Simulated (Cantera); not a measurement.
# Equilibrium for carbon deposition, reforming and gasification: toluene + NH₃ + N₂

Charge: 1 mol toluene, 1.5 mol NH₃, 0.43 mol N₂, equilibrated at 300 °C.

Method: chemical equilibrium by Gibbs-energy minimisation in Cantera with the NASA 1993 tables (ideal gas, pure condensed phases). Candidate condensed phases: C, C₆H₆, C₇H₈, C₈H₁₈; 92 gas species. The ideal-gas law is rough above about 30 bar. The numbers say what is thermodynamically allowed, not how fast it happens.

From 10.0 Pa to 100 bar the condensed part is C(graphite). The main C-bearing gas is CH₄ throughout. The share of C in condensed phases is highest at 10.0 Pa (98.5 %) and lowest at 100 bar (55.6 %).

```csv
P (Pa),log p H₂,log p CH₄,log p N₂,log p NH₃,n C(graphite)
10,-4.08,-5.86,-4.79,-9.69,6.90
160,-2.97,-3.63,-3.54,-7.39,6.05
2500,-2.12,-1.93,-2.24,-5.47,4.64
40000,-1.45,-0.59,-0.98,-3.84,4.08
630000,-0.83,0.65,0.23,-2.30,3.93
10000000,-0.23,1.86,1.44,-0.80,3.89
```
log p: log10 of the partial pressure in bar; n: condensed amount in mol.
